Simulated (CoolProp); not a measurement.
Vapour-liquid equilibrium of benzene (1) + n-octane (2) at 372.9 K; x and y are mole fractions of (1).

Computed with CoolProp (multi-fluid Helmholtz-energy mixture model, Thol 2012 and Beckmüller 2019; pair parameters Bell 2016).

Question: Give the bubble pressure and the first vapour's composition at x = 0.125, 0.275, 0.875. Is there an azeotrope?

Answer: x = 0.125: 67.10 kPa, y = 0.385; x = 0.275: 90.88 kPa, y = 0.616; x = 0.875: 165.0 kPa, y = 0.952. No azeotrope shows between x = 0.05 and 0.95.

The pair parameters rest on a limited set of measurements; away from them the model extrapolates.
